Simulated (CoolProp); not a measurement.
A single-stage vapour-compression cycle with the fluid: evaporating at 247.15 K (dew point), condensing at 287.15 K (bubble point), superheat 10 K, subcooling 0 K, compressor efficiency 0.8, no pressure losses. The same conditions are run with several fluids, on thermodynamics alone (safety and materials aside).

The numbers come from the reference Helmholtz-energy equation of state of each fluid (R236FA: Pan 2012; R407C: Lemmon 2003; n-perfluorobutane: Gao 2022; R22: Kamei 1995; C3F8 (R218): Lemmon 2006; trans-2-butene: Lemmon 2005) in CoolProp. Blends and air are pseudo-pure fits.

| fluid | cooling COP | pressure ratio | discharge temperature (K) | refrigerating effect (kJ/kg) | volumetric capacity (kJ/m³) |
|---|---|---|---|---|---|
| R236FA | 4.15 | 5.75 | 300.7 | ? | 306 |
| R407C | 3.45 | 5.27 | 331.3 | 184 | 1290 |
| n-perfluorobutane | 3.72 | 5.37 | 287.2 | 69.2 | ? |
| R22 | 4.14 | 3.96 | 333.2 | 184 | 1510 |
| C3F8 (R218) | 3.64 | 3.96 | 289.3 | 66.3 | 1000 |
| trans-2-butene | 4.32 | ? | 314.3 | ? | 303 |

Q: Some entries are withheld; supply them.

A: 
- R236FA, refrigerating effect (kJ/kg): 131
- n-perfluorobutane, volumetric capacity (kJ/m³): 270
- trans-2-butene, pressure ratio: 5.11
- trans-2-butene, refrigerating effect (kJ/kg): 355

The compression ends wet for: n-perfluorobutane.
